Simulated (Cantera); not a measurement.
Mixture: 41.4 % H2, 11.5 % O2, 43.1 % N2, 3.98 % H2O, equivalence ratio 1.8, at 3750 Torr, adiabatic and at constant pressure. Ignition delay is the time to a rise of 400 K.

Detailed kinetics in Cantera: the H2/O2 subset of GRI-Mech 3.0, which has no nitrogen chemistry. The hydrogen kinetics of GRI-Mech 3.0 are dated; newer H2 mechanisms differ, most at raised pressure. Where the delays flatten at high temperature, the 400 K rule measures the pace of heat release, not the induction time.

Problem. Predict: delay at 1198 K; delay at 1398 K; delay at 1598 K; delay at 1798 K; delay at 1998 K.

Solution. delay at 1198 K: 37.4 µs
delay at 1398 K: 4.84 µs
delay at 1598 K: 2.39 µs
delay at 1798 K: 1.63 µs
delay at 1998 K: 1.39 µs
